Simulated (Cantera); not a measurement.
A closed system holds: 1 mol ZrO₂, 2700 mol H₂, 0.59 mol H₂O, equilibrated at 2100 K and 2.00 mbar.

Equilibrium computed with Cantera from the NASA thermochemical tables; the gas is ideal and each condensed phase is pure. Candidate condensed phases: H₂O, Zr, ZrO₂; 12 gas species. Equilibrium is a limit: real reactors are often held back by kinetics, nucleation or transport.

Base state: H₂ 0.933, H 0.0673, H₂O 0.000211 (mole fractions); condensed: ZrO₂(tetragonal).

### Question
What changes in the equilibrium state with this change: ZrO₂ replaced by Nb₂O₅?

### Answer
| species | before | after |
|---|---|---|
| H₂ | 0.933 | 0.931 |
| H | 0.0673 | 0.0672 |
| H₂O | 0.000211 | 0.00108 |
| NbO₂ | 0 | 0.000352 |
| NbO | 0 | 0.000208 |
| ZrO₂(tetragonal), mol | 0.995 | 0 |
| Nb(s), mol | 0 | 0.435 |
Condensed phases not in the tables: N, O or C dissolved in the metal. Further candidate phases: Nb, NbO, NbO₂, Nb₂O₅.
